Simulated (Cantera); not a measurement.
A Cantera script and what it prints.

```python
import numpy as np
import cantera as ct

gas_names = """
    CL CL2 H HCL H2 N NH NH2 NH3 N2 N2H2 N2H4 Si SiCL SiCL2 SiCL3 SiCL4 SiH SiHCL3 SiH2 SiH2CL2 SiH3
    SiH3CL SiH4 SiN Si2 Si2N Si3
""".split()
cond_names = """
    NH4CL(a) NH4CL(b) Si(cr) Si(L) Si3N4(a)
""".split()


def load(file, names, dense=False):
    # The tables refer to 1 bar. Condensed volumes are neglected.
    table = {s.name: s for s in ct.Species.list_from_file(file)}
    out = []
    for n in names:
        d = dict(table[n].input_data)
        d["thermo"] = dict(d["thermo"], **{"reference-pressure": 1e5})
        if dense:
            d["equation-of-state"] = {"model": "constant-volume", "density": "1e6 g/cm^3"}
        out.append(ct.Species.from_dict(d))
    return out


gas = ct.Solution(thermo="ideal-gas", species=load("nasa_gas.yaml", gas_names))
cond = {s.name: ct.Solution(thermo="fixed-stoichiometry", species=[s], name=s.name)
        for s in load("nasa_condensed.yaml", cond_names, dense=True)}
atoms = {
    'Si2H6': {'Si': 2, 'H': 6},
    'Cl2': {'CL': 2},
    'N2': {'N': 2},
}
top_T = {'Si3N4(a)': 2400}  # K; cautious upper limits of use, not melting points


def equilibrate(T, P, feed):
    n = {}
    for name, mol in feed.items():
        for a, k in atoms[name].items():
            n[a] = n.get(a, 0.0) + k * mol
    gas.TPX = T, P, n
    mass = sum(n.values()) * gas.mean_molecular_weight
    gas.equilibrate("TP")
    valid = [c for c in cond.values() if c.min_temp <= T <= top_T.get(c.name, c.max_temp)]
    mix = ct.Mixture([(gas, mass / gas.mean_molecular_weight)] + [(c, 0.0) for c in valid])
    mix.T, mix.P = T, P
    mix.equilibrate("TP", solver="vcs", rtol=1e-11, max_steps=5000)
    return mix


results = []
T = 1348  # K
P = 9000  # Pa
for m in [12, 19, 31, 51, 82, 130, 220]:
    feed = {'Si2H6': 1, 'Cl2': 0.12, 'N2': m}  # mol
    mix = equilibrate(T, P, feed)
    results.append((T, P, feed, dict(zip(mix.species_names, mix.species_moles))))

top = {s: max(r[3][s] / sum(r[3][g] for g in gas_names) for r in results) for s in gas_names}
cols = sorted((s for s in top if top[s] > 0.0001), key=lambda s: -top[s])[:5]
seen = [c for c in cond_names if any(r[3].get(c, 0) > 1e-12 for r in results)]
print("log10 of partial pressures in bar; condensed amounts in mol")
print(f"{'n(N2)':>10s}" + "".join(f"{s[:9]:>10s}" for s in cols + seen))
for T, P, feed, n in results:
    ng = sum(n[g] for g in gas_names)
    print(f"{feed['N2']:10.4g}" + "".join(f"{np.log10(max(n[s] / ng * P / 1e5, 1e-99)):10.3f}" for s in cols)
          + "".join(f"{n.get(c, 0):10.4g}" for c in seen))
```

It prints:

```
log10 of partial pressures in bar; condensed amounts in mol
     n(N2)        N2        H2       HCL  Si3N4(a)
        12    -1.157    -1.726    -2.805    0.6666
        19    -1.116    -1.904    -2.984    0.6667
        31    -1.089    -2.102    -3.181    0.6667
        51    -1.072    -2.309    -3.388    0.6667
        82    -1.062    -2.510    -3.589    0.6667
       130    -1.056    -2.706    -3.786    0.6667
       220    -1.052    -2.932    -4.012    0.6667
```

Cantera equilibrium calculation (NASA polynomials, part measured and part estimated; ideal gas, pure solids and liquids). The feed counts by its element totals alone. N2 is the only nitrogen source here; it is nearly inert below about 1500 K, so the nitride shown seldom forms there in practice.
